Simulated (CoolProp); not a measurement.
Octamethylcyclotetrasiloxane (D4) along the isobar 1.45 MPa: fugacity coefficient from the reference equation and from simpler models built on Tc = 586.5 K, pc = 1.347 MPa, ω = 0.598; each cubic takes its own stable root.

Values from CoolProp's reference Helmholtz-energy equation of state, Thol 2015.

```
T (K)   phase  reference
-----  ------  ---------
335.2  liquid   0.001172
341    liquid   0.001594
346.8  liquid   0.002140
352.6  liquid   0.002835
358.3  liquid   0.003693
364.1  liquid   0.004777
369.9  liquid   0.006111
375.7  liquid   0.007737
381.4  liquid   0.009662
387.2  liquid    0.01200
393    liquid    0.01477
```

Question: How far does each simpler model (van der Waals, Redlich-Kwong, Soave-Redlich-Kwong, Peng-Robinson) lie from the reference over these 11 states: mean and median of the absolute difference, and the worst?

Answer: 
- van der Waals: mean 2805.4 %, median 2294.8 %, worst +6254.9 % at 335.2 K and 1.45 MPa
- Redlich-Kwong: mean 605.7 %, median 556.3 %, worst +1045.1 % at 335.2 K and 1.45 MPa
- Soave-Redlich-Kwong: mean 4.0 %, median 3.6 %, worst +7.2 % at 335.2 K and 1.45 MPa
- Peng-Robinson: mean 8.5 %, median 7.8 %, worst +15.7 % at 335.2 K and 1.45 MPa
